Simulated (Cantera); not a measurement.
What does this Cantera script print?

```python
import numpy as np
import cantera as ct

gas = ct.Solution("gri30.yaml")
gas.TPX = 1950, 77000, {'CH4': 1, 'H2O': 3.1}
reactor = ct.IdealGasConstPressureReactor(gas, energy="off", clone=False)
net = ct.ReactorNet([reactor])
net.rtol, net.atol = 1e-08, 1e-18
show = ['CH4', 'H2O', 'HCO', 'C2H2', 'CO2', 'C2H', 'H2']
times = np.geomspace(4e-05, 30, 10)

steps = ct.SolutionArray(gas, extra=["t"])
rows = []
print(f"{'t/s':>10s}{'T/K':>9s}{'P/Pa':>11s}" + "".join(f"{s:>11s}" for s in show))
for t in times:
    while net.time < t:
        t_next = net.step()
        steps.append(gas.state, t=t_next)
    rows.append([np.interp(t, steps.t, y) for y in (steps.T, steps.P, *steps(*show).X.T)])
    print(f"{t:10.3e}{rows[-1][0]:9.1f}{rows[-1][1]:11.4g}" + "".join(f"{x:11.3e}" for x in rows[-1][2:]))
rate = np.gradient(steps.T, steps.t)
print("integrator steps:", len(steps.t))
if steps.T.max() > steps.T[0] + 200:
    print(f"time of steepest temperature rise: {steps.t[rate.argmax()]:.4e} s")
gas.TPX = 1950, 77000, {'CH4': 1, 'H2O': 3.1}
gas.equilibrate("TP")
print(f"equilibrium (TP): T = {gas.T:.1f} K  " + "  ".join(f"{s} {gas[s].X[0]:.3e}" for s in show))
```

It prints:

```
       t/s      T/K       P/Pa        CH4        H2O        HCO       C2H2        CO2        C2H         H2
 4.000e-05   1950.0    7.7e+04  2.132e-01  7.445e-01  5.915e-07  1.402e-03  8.514e-07  5.319e-08  2.381e-02
 1.798e-04   1950.0    7.7e+04  1.149e-01  6.761e-01  5.617e-07  3.953e-02  1.257e-04  1.551e-06  1.510e-01
 8.084e-04   1950.0    7.7e+04  4.063e-02  6.026e-01  2.174e-07  6.917e-02  1.906e-03  2.635e-06  2.660e-01
 3.634e-03   1950.0    7.7e+04  1.658e-02  5.135e-01  1.019e-07  5.616e-02  1.176e-02  2.096e-06  3.541e-01
 1.634e-02   1950.0    7.7e+04  9.578e-03  3.950e-01  6.102e-08  2.013e-02  2.023e-02  6.355e-07  4.505e-01
 7.345e-02   1950.0    7.7e+04  1.434e-03  3.276e-01  4.370e-08  6.569e-04  2.071e-02  1.880e-08  5.075e-01
 3.302e-01   1950.0    7.7e+04  7.978e-09  3.234e-01  4.154e-08  3.015e-12  2.061e-02  8.702e-17  5.117e-01
 1.484e+00   1950.0    7.7e+04  2.018e-09  3.234e-01  4.154e-08  1.437e-13  2.061e-02  4.148e-18  5.117e-01
 6.673e+00   1950.0    7.7e+04  2.018e-09  3.234e-01  4.154e-08  1.437e-13  2.061e-02  4.148e-18  5.117e-01
 3.000e+01   1950.0    7.7e+04  2.018e-09  3.234e-01  4.154e-08  1.437e-13  2.061e-02  4.148e-18  5.117e-01
integrator steps: 1829
equilibrium (TP): T = 1950.0 K  CH4 2.418e-09  H2O 3.234e-01  HCO 4.154e-08  C2H2 1.719e-13  CO2 2.061e-02  C2H 4.960e-18  H2 5.117e-01
```

Cantera simulation using GRI-Mech 3.0 (53 species, 325 reactions); the numbers are that mechanism's predictions, not measurements.
